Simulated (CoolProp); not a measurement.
Values from CoolProp's reference Helmholtz-energy equation of state, Lemmon 2006. It is a short technical equation, of lower accuracy than the large ones.

**Question.** Give the vapour pressure (MPa), liquid density (kg/m³), vapour density (kg/m³), enthalpy of vaporisation (kJ/kg) of saturated carbon monoxide at 75.3, 109.8 K.

**Answer.** 
| T (K) | p (MPa) | liquid density (kg/m³) | vapour density (kg/m³) | enthalpy of vaporisation (kJ/kg) |
|---|---|---|---|---|
| 75.3 | 0.0460 | 820 | 2.11 | 223 |
| 109.8 | 1.05 | 649 | 41.2 | 162 |
